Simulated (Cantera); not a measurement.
A Cantera script and what it prints.

```python
import numpy as np
import cantera as ct

gas_names = """
    B BF BF2 BF3 BN BO BOF BOF2 BO2 B2 B2O B2O2 B2O3 B3O3F3 F FO FO2 F2 F2O N NF NF2 NF3 NO NO2 NO3 N2
    N2O O O2 O3
""".split()
cond_names = """
    B(b) B(L) BN(s) B2O3(L)
""".split()


# ... load() reads the species with a 1 bar reference pressure and builds the phases ...
atoms = {
    'B2O3': {'B': 2, 'O': 3},
    'NF3': {'N': 1, 'F': 3},
    'O2': {'O': 2},
}
top_T = {'BN(s)': 3200}  # K; cautious upper limits of use, not melting points


# ... equilibrate(T, P, feed) seeds the gas with the atoms and calls Mixture.equilibrate('TP', solver="vcs", rtol=1e-11, max_steps=5000) ...
results = []
feed = {'B2O3': 1, 'NF3': 1.1, 'O2': 4}  # mol
T = 1425  # K
P = 1000  # Pa
mix = equilibrate(T, P, feed)
results.append((T, P, feed, dict(zip(mix.species_names, mix.species_moles))))
x = sorted(zip(gas.X, gas.species_names), reverse=True)
print(f"T = {T:g} K  P = {P:g} Pa  gas = {mix.phase_moles(0):.4g} mol")
print("   x: " + "  ".join(f"{s} {v:.3e}" for v, s in x if v > 0.0001))
print("   condensed (mol): " + ("  ".join(f"{mix.phase(i).name} {mix.phase_moles(i):.4g}"
      for i in range(1, mix.n_phases) if mix.phase_moles(i) > 1e-12) or "none"))
```

It prints:

```
T = 1425 K  P = 1000 Pa  gas = 7.352 mol
   x: O2 6.560e-01  BOF 1.788e-01  BF3 8.840e-02  N2 7.458e-02  B3O3F3 1.525e-03  NO 4.522e-04  BOF2 1.545e-04
   condensed (mol): none
```

Cantera equilibrium calculation (NASA polynomials, part measured and part estimated; ideal gas, pure solids and liquids).
